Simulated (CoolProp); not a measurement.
Vapour pressure (kPa) of water: the reference equation beside estimates from Tc = 647.1 K, pc = 22060 kPa, ω = 0.344. Clausius-Clapeyron is anchored at 380.1 K with a constant enthalpy of vaporisation of 40.32 kJ/mol.

Computed with CoolProp (reference Helmholtz-energy equation of state, Wagner 2002).

| T (K) | reference | Lee-Kesler | Clausius-Clapeyron | Soave-Redlich-Kwong |
|---|---|---|---|---|
| 345 | 33.78 | 28.49 | 35.31 | 29.14 |
| 362.5 | 68.47 | 60.34 | 69.60 | 61.36 |
| 380.1 | 129.3 | 118.2 | 129.3 | 119.6 |
| 397.7 | 229.0 | 215.9 | 227.4 | 217.3 |
| 415.3 | 384.1 | 370.9 | 381.2 | 372.0 |
| 432.8 | 612.8 | 603.0 | 611.2 | 603.4 |
| 450.4 | 940.9 | 939.4 | 946.9 | 938.7 |
| 468 | 1394 | 1406 | 1420 | 1405 |
| 485.6 | 2003 | 2033 | 2067 | 2034 |
| 503.1 | 2795 | 2847 | 2925 | 2854 |
| 520.7 | 3814 | 3890 | 4051 | 3911 |
| 538.3 | 5097 | 5195 | 5493 | 5238 |
| 555.9 | 6687 | 6801 | 7306 | 6878 |
| 573.4 | 8618 | 8742 | 9534 | 8859 |

Absolute difference from the reference over all 14 rows, mean and median: Lee-Kesler 4.2 and 1.9 %, Clausius-Clapeyron 3.7 and 2.5 %, Soave-Redlich-Kwong 4.1 and 2.8 %.
